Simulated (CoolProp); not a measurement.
A Linde-Hampson liquefier for normal hydrogen: isothermal reversible compression at 230 K from 1 atm to 30 MPa, throttling to 1 atm, return gas leaving the recuperator 2 K below the feed. Each further row changes one setting.

The numbers come from the reference Helmholtz-energy equation of state, Leachman 2009 in CoolProp.

```json
[
 {"case": "as stated", "compression work (kJ/kg of gas)": "5600"},
 {"case": "high pressure 60 MPa", "compression work (kJ/kg of gas)": "6490"},
 {"case": "warm-end temperature 260 K", "compression work (kJ/kg of gas)": "6320"},
 {"case": "warm-end gap 7 K", "compression work (kJ/kg of gas)": "5600"}
]
```
